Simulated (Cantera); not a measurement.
A closed system holds: 1 mol C3H8, 3.7 mol H2, 1.7 mol N2, equilibrated at 1.00 bar.

Method: chemical equilibrium by Gibbs-energy minimisation in Cantera with the NASA 1993 tables (ideal gas, pure condensed phases). Candidate condensed phases: C, C6H6, C7H8, C8H18; 92 gas species. Rates play no part.

Problem. At 1298 K, list the 4 most abundant gas species with their mole fractions, and the condensed phases.

Solution. H2 0.813, N2 0.182, CH4 0.00526, HCN 7.81e-5. Condensed: C(graphite).
